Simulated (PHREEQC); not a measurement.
Dissolve 0.021 mol Cu(NO3)2, 0.00062 mol H2SO4 and 0.02 mol KCl per kg of water at 85 °C. Closed to the air; pH follows from the charge balance.

Model: ion-association model, phreeqc.dat, run in PHREEQC.

No solid was allowed to form.

Predict the pH, density, ionic strength.

pH 3.02; density 0.973 g/cm³; ionic strength 0.0768 mol/kgw.

In which forms is S present?

SO4-2 49 %, CuSO4 34 %, HSO4- 10 %, KSO4- 5.9 % of the S.

Constants without temperature data keep their 25 °C values here.
